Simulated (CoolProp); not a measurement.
Vapour-liquid equilibrium of toluene (1) + n-decane (2) at 293.4 K; x and y are mole fractions of (1).

The numbers come from the multi-fluid Helmholtz-energy mixture model, Lemmon 2006 and Lemmon 2006; pair parameters Bell 2016 in CoolProp.

| x | bubble pressure (bar) | y at the bubble point | dew pressure at overall composition x (bar) | liquid density (mol/L) |
|---|---|---|---|---|
| 0.05 | 0.003003 | 0.588 | 0.001367 | 5.259 |
| 0.125 | 0.005678 | 0.800 | 0.001479 | 5.460 |
| 0.2 | ___ | 0.876 | 0.001612 | 5.675 |
| 0.275 | 0.01096 | 0.914 | 0.001770 | 5.905 |
| 0.35 | 0.01338 | 0.936 | 0.001963 | 6.151 |
| 0.425 | 0.01560 | 0.951 | ___ | 6.416 |
| 0.5 | 0.01764 | 0.961 | 0.002509 | 6.702 |
| 0.575 | 0.01951 | 0.969 | 0.002916 | 7.012 |
| 0.65 | 0.02126 | 0.975 | 0.003480 | 7.349 |
| 0.725 | 0.02296 | 0.981 | 0.004315 | ___ |
| 0.8 | ___ | 0.986 | 0.005681 | 8.119 |
| 0.875 | 0.02639 | 0.991 | 0.008318 | 8.561 |
| 0.95 | 0.02825 | 0.996 | 0.01546 | 9.050 |

### Question
Fill in the missing entries.

### Answer

- 0.2, bubble pressure (bar): 0.008368
- 0.425, dew pressure at overall composition x (bar): 0.002203
- 0.725, liquid density (mol/L): 7.716
- 0.8, bubble pressure (bar): 0.02465

No azeotrope shows between x = 0.05 and 0.95.

The pair parameters rest on a limited set of measurements; away from them the model extrapolates.
